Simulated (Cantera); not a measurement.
Input: 1 mol HgO, 1.2 mol N2, held at 677 °C and 16.0 Pa.

Cantera equilibrium calculation (NASA polynomials, part measured and part estimated; ideal gas, pure solids and liquids). Candidate condensed phases: Hg, HgO; 10 gas species. The numbers say what is thermodynamically allowed, not how fast it happens.

Base state: N2 0.444, Hg 0.370, O2 0.185, NO 1.24e-5 (mole fractions); condensed: gas only.

What changes in the equilibrium state with this change: 0.0052 mol NH3 added?


```csv
species,before,after
N2,0.444,0.444
Hg,0.370,0.369
O2,0.185,0.183
H2O,0,0.00288
NO,1.24e-5,1.23e-5
```
Further candidate phases: H2O.
